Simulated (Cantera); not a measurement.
An isothermal, constant-pressure homogeneous reactor starts with CO : O2 : H2O : N2 = 0.0025 : 0.061 : 0.0017 : 1 (molar parts), equivalence ratio 0.020, at 1250 K and 0.128 atm.

Model: GRI-Mech 3.0 (53 species, 325 reactions), integrated in Cantera.

x: mole fraction; the columns are a selection and need not sum to one.

| t (s) | x CO | x O2 | x H2O | x O | x NO | x H2O2 | x OH |
|---|---|---|---|---|---|---|---|
| 3.00e-5 | 0.00235 | 0.0573 | 0.00160 | 5.54e-11 | <1e-12 | <1e-12 | <1e-12 |
| 0.000135 | 0.00235 | 0.0573 | 0.00160 | 2.48e-10 | <1e-12 | <1e-12 | 3.65e-12 |
| 0.000605 | 0.00235 | 0.0573 | 0.00160 | 1.11e-9 | <1e-12 | <1e-12 | 3.96e-11 |
| 0.00272 | 0.00235 | 0.0573 | 0.00160 | 5.17e-9 | <1e-12 | <1e-12 | 6.50e-10 |
| 0.0122 | 0.00235 | 0.0573 | 0.00160 | 6.97e-8 | <1e-12 | <1e-12 | ___ |
| 0.0548 | 0.00183 | 0.0568 | 0.00155 | 0.000349 | 1.02e-9 | 1.01e-8 | ___ |
| 0.246 | 3.34e-5 | 0.0561 | 0.00158 | 5.93e-5 | 8.19e-8 | 4.11e-9 | ___ |
| 1.10 | 8.67e-7 | 0.0562 | 0.00159 | 2.55e-6 | 9.66e-8 | 2.58e-10 | ___ |
| 4.96 | 2.19e-8 | 0.0562 | 0.00160 | 2.47e-7 | 1.00e-7 | 2.67e-11 | ___ |
| 22.3 | 2.22e-9 | 0.0562 | 0.00160 | 6.25e-8 | 1.01e-7 | 6.84e-12 | ___ |
| 100 | 1.50e-9 | 0.0562 | 0.00160 | 4.58e-8 | 1.02e-7 | 5.03e-12 | ___ |

Q: Fill in the missing entries.

A: 
- 0.0122, x OH: 2.23e-8
- 0.0548, x OH: 6.53e-5
- 0.246, x OH: 3.07e-5
- 1.10, x OH: 6.49e-6
- 4.96, x OH: 2.03e-6
- 22.3, x OH: 1.02e-6
- 100, x OH: 8.73e-7
